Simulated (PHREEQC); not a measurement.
0.1 mol of Fluorite (CaF2) is brought to equilibrium with 1 kg of water holding 12 mmol/kgw NaCl, at several temperatures. Oxygen is held at 0.21 atm. CO2 from the air is kept out. The run lets Fluorite, Halite precipitate or redissolve, and no other solid.

Equilibrium calculation in PHREEQC: ion-association model, phreeqc.dat.

### Question
Predict pH, dissolved Ca (mol/kgw) at T (°C) = 6.7, 20, 80.

### Answer
```tsv
T (°C)	pH	dissolved Ca (mol/kgw)
6.7	7.39	0.000191
20	7.16	0.000221
80	6.54	0.000322
```

Complexes and solids missing from the database can't appear. Constants without temperature data keep their 25 °C values here.
